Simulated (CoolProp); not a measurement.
The numbers come from the reference Helmholtz-energy equation of state, Leachman 2009 in CoolProp.

**Question.** For normal hydrogen, give the phase and the density (kg/m³), cv (kJ/(kg K)), expansivity (1/kK), viscosity (µPa s) at 45.5 K and 486 kPa; 45.5 K and 1620 kPa; 45.5 K and 1780 kPa.

**Answer.** 
- 45.5 K and 486 kPa: gas; density 2.73, cv 6.30, expansivity 25.7, viscosity 2.27
- 45.5 K and 1620 kPa: supercritical; density 10.5, cv 6.54, expansivity 38.9, viscosity 2.54
- 45.5 K and 1780 kPa: supercritical; density 11.9, cv 6.57, expansivity 41.5, viscosity 2.59

Viscosity comes from a separate model (Muzny 2013).
